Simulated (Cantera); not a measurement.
Charge: 1 mol BCl3, a varied amount of N2, at 0.490 bar.

Method: chemical equilibrium by Gibbs-energy minimisation in Cantera with the NASA 1993 tables (ideal gas, pure condensed phases). Candidate condensed phases: B, BN; 10 gas species. N2 is the only nitrogen source here; it is nearly inert below about 1500 K, so the nitride shown seldom forms there in practice. The tables' values for BCl2 are old estimates. Kinetics and transport are ignored.

Stable condensed phases, one row left out:

```
T in °C \ n(N2) in mol
         0.59 0.67 0.77 0.88    1  1.1  1.3  1.5  1.7  1.9  2.2  2.5  2.9
   1427     A    A    A    A    A    A    A    A    B    B    B    B    B
   1377     A    A    A    A    A    A    B    B    B    B    B    B    B
   1327     A    A    A    B    B    B    B    B    B    B    B    B    B
   1227     A    A    A    A    A    A    B    B    B    B    B    B    B
   1177     A    A    A    A    A    A    A    A    A    A    B    B    B
   1127     A    A    A    A    A    A    A    A    A    A    A    A    A
   1077     A    A    A    A    A    A    A    A    A    A    A    A    A
   1027     A    A    A    A    A    A    A    A    A    A    A    A    A
    977     A    A    A    A    A    A    A    A    A    A    A    A    A
    927     A    A    A    A    A    A    A    A    A    A    A    A    A
    877     A    A    A    A    A    A    A    A    A    A    A    A    A
    827     A    A    A    A    A    A    A    A    A    A    A    A    A
```

A: gas only; B: BN.

Give the row for 1277 °C.

0.59: gas only; 0.67: gas only; 0.77: gas only; 0.88: BN; 1: BN; 1.1: BN; 1.3: BN; 1.5: BN; 1.7: BN; 1.9: BN; 2.2: BN; 2.5: BN; 2.9: BN.
